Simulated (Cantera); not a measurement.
Cantera with NASA thermochemical tables; ideal gases at 1 bar, condensed phases pure. Values are per mole of reaction as written; species without (g) are pure solids or liquids, kept so even where they would boil at 1 bar.

**Question.** Between 300 and 1425 K, where is each reaction favourable under standard conditions?
- AlCl₃(g) → 3 Cl(g) + Al(g)
- 2 AlCl₃(g) → Al₂Cl₆(g)

**Answer.** 
- AlCl₃(g) → 3 Cl(g) + Al(g): ΔG° is 1175 kJ at 300 K and 774 kJ at 1425 K; it stays positive (K < 1). ΔH° is 1287 kJ and ΔS° 360 J/K at 1425 K.
- 2 AlCl₃(g) → Al₂Cl₆(g): ΔG° is -80 kJ at 300 K and 75 kJ at 1425 K; it changes sign between 300 and 1325 K. ΔH° is -108 kJ and ΔS° -128 J/K at 1425 K.
